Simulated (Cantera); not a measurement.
Input (Python, Cantera) and output of one run.

```python
import numpy as np
import cantera as ct

gas_names = [...]  # 49 gases of nasa_gas.yaml made of B, Cl, H, N, O
cond_names = """
    B(b) B(L) BN(s) B2O3(L) B3O3H3(cr) H2O(s) H2O(L) NH4CL(a) NH4CL(b)
""".split()


# ... load() reads the species with a 1 bar reference pressure and builds the phases ...
atoms = {
    'BN': {'B': 1, 'N': 1},
    'Cl2': {'CL': 2},
    'N2': {'N': 2},
    'H2O': {'H': 2, 'O': 1},
}
top_T = {'BN(s)': 3200}  # K; cautious upper limits of use, not melting points


# ... equilibrate(T, P, feed) seeds the gas with the atoms and calls Mixture.equilibrate('TP', solver="vcs", rtol=1e-11, max_steps=5000) ...
results = []
feed = {'BN': 1, 'Cl2': 0.75, 'N2': 2.3, 'H2O': 12}  # mol
T = 998  # K
P = 1.5  # Pa
mix = equilibrate(T, P, feed)
results.append((T, P, feed, dict(zip(mix.species_names, mix.species_moles))))
print(gas.report(threshold=1e-06))
for i in range(1, mix.n_phases):
    print(f"{mix.phase(i).name:16s} {mix.phase_moles(i):12.5e} mol")
```

It prints:

```
       temperature   998 K
          pressure   1.5 Pa
           density   3.7888e-06 kg/m^3
  mean mol. weight   20.959 kg/kmol
   phase of matter   gas

                          1 kg             1 kmol
                     ---------------   ---------------
          enthalpy       -7.1441e+06       -1.4974e+08  J
   internal energy         -7.54e+06       -1.5803e+08  J
           entropy             15676        3.2857e+05  J/K
    Gibbs function       -2.2789e+07       -4.7765e+08  J
 heat capacity c_p            1832.5             38408  J/K
 heat capacity c_v            1435.8             30093  J/K

                      mass frac. Y      mole frac. X     chem. pot. / RT
                     ---------------   ---------------   ---------------
              HBO2          0.011112         0.0053155           -115.84
               HCL           0.16735          0.096209           -48.846
                H2          0.004627          0.048105           -31.642
               H2O           0.57649           0.67072           -65.508
            H3B3O6        0.00037545        5.9866e-05           -347.51
                N2           0.24004           0.17959           -37.681
     [  +43 minor]        1.1019e-06        5.6834e-07

B(b)              0.00000e+00 mol
BN(s)             0.00000e+00 mol
B2O3(L)           4.57160e-01 mol
B3O3H3(cr)        0.00000e+00 mol
```

Method: chemical equilibrium by Gibbs-energy minimisation in Cantera with the NASA 1993 tables (ideal gas, pure condensed phases).
